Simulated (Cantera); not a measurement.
Silicon nitride deposition: trisilylamine + NH3 + N2

A closed system holds: 1 mol trisilylamine, 0.16 mol NH3, 8.1 mol N2.

Equilibrium computed with Cantera from the NASA thermochemical tables; the gas is ideal and each condensed phase is pure. Candidate condensed phases: Si, Si3N4; 18 gas species. The feed counts by its element totals alone. Equilibrium is a limit: real reactors are often held back by kinetics, nucleation or transport.

Question: Map the stable condensed phases over T = 1225, 1250, 1275, 1300, 1325, 1350, 1375, 1400, 1425, 1450, 1475, 1500, 1525, 1550 K and P in Pa = 5, 15, 45, 140, 410, 1200, 3700, 11000, 33000, 100000.

Answer: 
```
T in K \ P in Pa
              5     15     45    140    410   1200   3700  11000  33000 100000
   1550       A      A      B      B      B      B      B      B      B      B
   1525       A      B      B      B      B      B      B      B      B      B
   1500       A      B      B      B      B      B      B      B      B      B
   1475       B      B      B      B      B      B      B      B      B      B
   1450       B      B      B      B      B      B      B      B      B      B
   1425       B      B      B      B      B      B      B      B      B      B
   1400       B      B      B      B      B      B      B      B      B      B
   1375       B      B      B      B      B      B      B      B      B      B
   1350       B      B      B      B      B      B      B      B      B      B
   1325       B      B      B      B      B      B      B      B      B      B
   1300       B      B      B      B      B      B      B      B      B      B
   1275       B      B      B      B      B      B      B      B      B      B
   1250       B      B      B      B      B      B      B      B      B      B
   1225       B      B      B      B      B      B      B      B      B      B
```
A: Si; B: Si3N4.
